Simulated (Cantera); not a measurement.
An adiabatic, constant-pressure homogeneous reactor starts with 6.54 % CH4, 0.294 % C2H6, 1.05 % C3H8, 17.6 % O2, 66.0 % N2, 8.50 % H2O, equivalence ratio 1.1, at 1575 K and 5100 Torr.

Cantera simulation using GRI-Mech 3.0 (53 species, 325 reactions); the numbers are that mechanism's predictions, not measurements. GRI-Mech 3.0 was tuned for natural gas; its chemistry of propane as a main component is partial and can be far from experiment.

One state of this run: T (K) = 2833; x CH4 = <1e-12; x C2H6 = <1e-12; x C3H8 = <1e-12; x OH = 0.0149; x N2O = 8.95e-7; x CO2 = 0.0562; x HCN = 7.13e-9. x: mole fraction; the columns are a selection and need not sum to one.

Which value of t (s) does it belong to?
A) 0.335
B) 4.38e-5
C) 3.00e-6
D) 1.79e-5

A, 0.335
